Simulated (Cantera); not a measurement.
What does this Cantera script print?

```python
import numpy as np
import cantera as ct

gas_names = """
    H HNO HNO2 HNO3 HO2 H2 H2O H2O2 N NH NH2 NH3 NH2OH NO NO2 NO3 N2 N2H2 N2H4 N2O O OH O2 O3 Si SiH
    SiH2 SiH3 SiH4 SiN SiO SiO2 Si2 Si2N Si3
""".split()
cond_names = """
    H2O(s) H2O(L) Si(cr) Si(L) SiO2(Lqz) SiO2(hqz) SiO2(L) Si2N2O(s) Si3N4(a)
""".split()


# ... load() reads the species with a 1 bar reference pressure and builds the phases ...
atoms = {
    'Si3N4': {'Si': 3, 'N': 4},
    'O2': {'O': 2},
    'H2': {'H': 2},
}
top_T = {'Si2N2O(s)': 2100, 'Si3N4(a)': 2400}  # K; cautious upper limits of use, not melting points


# ... equilibrate(T, P, feed) seeds the gas with the atoms and calls Mixture.equilibrate('TP', solver="vcs", rtol=1e-11, max_steps=5000) ...
results = []
feed = {'Si3N4': 1, 'O2': 3, 'H2': 13}  # mol
P = 1.5  # Pa
for T in [1123, 1198, 1273, 1348, 1423, 1498, 1573]:
    mix = equilibrate(T, P, feed)
    results.append((T, P, feed, dict(zip(mix.species_names, mix.species_moles))))

top = {s: max(r[3][s] / sum(r[3][g] for g in gas_names) for r in results) for s in gas_names}
cols = sorted((s for s in top if top[s] > 1e-05), key=lambda s: -top[s])[:7]
seen = [c for c in cond_names if any(r[3].get(c, 0) > 1e-12 for r in results)]
print("log10 of partial pressures in bar; condensed amounts in mol")
print(f"{'T/K':>10s}" + "".join(f"{s[:9]:>10s}" for s in cols + seen))
for T, P, feed, n in results:
    ng = sum(n[g] for g in gas_names)
    print(f"{T:10.4g}" + "".join(f"{np.log10(max(n[s] / ng * P / 1e5, 1e-99)):10.3f}" for s in cols)
          + "".join(f"{n.get(c, 0):10.4g}" for c in seen))
```

Output:

```
log10 of partial pressures in bar; condensed amounts in mol
       T/K        H2        N2       SiO       H2O         H        OH SiO2(hqz)
      1123    -4.886    -5.699   -10.015   -10.015    -9.814   -17.231         3
      1198    -4.886    -5.699    -9.216    -9.216    -9.164   -15.597     2.999
      1273    -4.886    -5.699    -8.514    -8.514    -8.590   -14.156     2.997
      1348    -4.887    -5.699    -7.892    -7.892    -8.079   -12.877     2.987
      1423    -4.890    -5.701    -7.338    -7.338    -7.623   -11.735     2.954
      1498    -4.897    -5.704    -6.844    -6.844    -7.213   -10.708     2.855
      1573    -4.916    -5.713    -6.404    -6.405    -6.849    -9.780     2.593
```

Method: chemical equilibrium by Gibbs-energy minimisation in Cantera with the NASA 1993 tables (ideal gas, pure condensed phases). The tables hold silica as quartz up to 1696 K and as liquid above; real silica turns to tridymite and cristobalite and melts near 1996 K.
